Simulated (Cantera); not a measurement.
Charge: 1 mol n-butane, 0.6 mol H2O, 10 mol N2, at 3900000 Pa.

Method: chemical equilibrium by Gibbs-energy minimisation in Cantera with the NASA 1993 tables (ideal gas, pure condensed phases). Candidate condensed phases: C, C6H6, C7H8, C8H18, H2O; 136 gas species. The ideal-gas law is rough above about 30 bar. Kinetics and transport are ignored. All values below are at 2225 °C.

Base state: N2 0.600, H2 0.322, CO 0.0370, HCN 0.0310, HNC 0.00362, C2H2 (acetylene) 0.00346, H 0.00226, CH4 0.000609 (mole fractions); condensed: C(graphite).

Q: What changes in the equilibrium state with this change: n-butane replaced by C2H4?

A: 
```json
[
 {"species": "N2", "before": "0.600", "after": "0.743"},
 {"species": "H2", "before": "0.322", "after": "0.179"},
 {"species": "CO", "before": "0.0370", "after": "0.0454"},
 {"species": "HCN", "before": "0.0310", "after": "0.0257"},
 {"species": "C2H4", "before": "3.18e-5", "after": "9.83e-6"},
 {"species": "CH4", "before": "0.000609", "after": "0.000189"},
 {"species": "CH3", "before": "7.70e-5", "after": "3.20e-5"},
 {"species": "C(graphite), mol", "before": "2.71", "after": "0.964"}
]
```

Q: What changes in the equilibrium state with this change: H2O from 0.6 to 0.39 mol?

A: 
```
species             before     after
----------------  --------  --------
N2                   0.600     0.616
H2                   0.322     0.318
HCN                 0.0310    0.0312
CO                  0.0370    0.0247
H2O                1.14e-5   7.48e-6
C2N2               4.60e-5   4.73e-5
CH4               0.000609  0.000593
C2H4               3.18e-5   3.10e-5
CH3                7.70e-5   7.56e-5
C(graphite), mol      2.71      2.94
```
